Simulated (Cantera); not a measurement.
A perfectly stirred reactor is fed with 50.0 % C3H8, 50.0 % H2, at 1.28 Torr; it is held at 1550 K, and followed from long to short residence time.

Computed with Cantera and GRI-Mech 3.0 (53 species, 325 reactions). GRI-Mech 3.0 was tuned for natural gas; its chemistry of propane as a main component is partial and can be far from experiment. GRI-Mech 3.0 stops at C3 and has no aromatics, soot or wall deposition, so with more carbon than oxygen in the feed, carbon stays in small species such as C2H2 where larger ones or solid carbon would form. Radical loss at walls, strong at low pressure, is not modelled.

**Question.** Predict: x(C3H8) at τ = 0.590 s; x(H2) at τ = 0.590 s; x(H) at τ = 0.590 s; x(CH4) at τ = 0.590 s; x(C2H4) at τ = 0.590 s; x(C3H8) at τ = 19.0 ms; x(H2) at τ = 19.0 ms; x(H) at τ = 19.0 ms; x(CH4) at τ = 19.0 ms; x(C2H4) at τ = 19.0 ms.

**Answer.** 
```json
{
  "x(C3H8) at τ = 0.590 s": "0.000874",
  "x(H2) at τ = 0.590 s": "0.585",
  "x(H) at τ = 0.590 s": "0.00136",
  "x(CH4) at τ = 0.590 s": "0.131",
  "x(C2H4) at τ = 0.590 s": "0.0167",
  "x(C3H8) at τ = 19.0 ms": "0.0246",
  "x(H2) at τ = 19.0 ms": "0.450",
  "x(H) at τ = 19.0 ms": "0.00184",
  "x(CH4) at τ = 19.0 ms": "0.216",
  "x(C2H4) at τ = 19.0 ms": "0.150"
}
```
